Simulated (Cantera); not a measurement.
Thermodynamics of nitride etching, feed Si₃N₄ + Cl₂ + N₂

Input: 1 mol Si₃N₄, 29 mol Cl₂, 0.84 mol N₂, at 1950 K.

Cantera equilibrium calculation (NASA polynomials, part measured and part estimated; ideal gas, pure solids and liquids). Candidate condensed phases: Si, Si₃N₄; 13 gas species. The tables' values for SiCl₃, SiCl are old estimates; treat these amounts as uncertain. The numbers say what is thermodynamically allowed, not how fast it happens.

From 0.00750 Torr to 750 Torr nothing is condensed. The main Si-bearing gas is SiCl₂ at 0.00750 Torr and SiCl₄ at 750 Torr.

```tsv
P (Pa)	log p Cl	log p Cl₂	log p SiCl₄	log p N₂	log p SiCl₂	log p SiCl₃
1	-5.05	-9.66	-11.32	-6.31	-6.34	-8.88
10	-4.05	-7.66	-8.29	-5.31	-5.30	-6.84
100	-3.05	-5.66	-5.41	-4.30	-4.42	-4.96
1000	-2.06	-3.69	-3.38	-3.26	-4.36	-3.92
10000	-1.14	-1.84	-2.20	-2.20	-5.03	-3.66
100000	-0.40	-0.36	-1.08	-1.10	-5.40	-3.29
```
log p: log10 of the partial pressure in bar; nothing condenses.
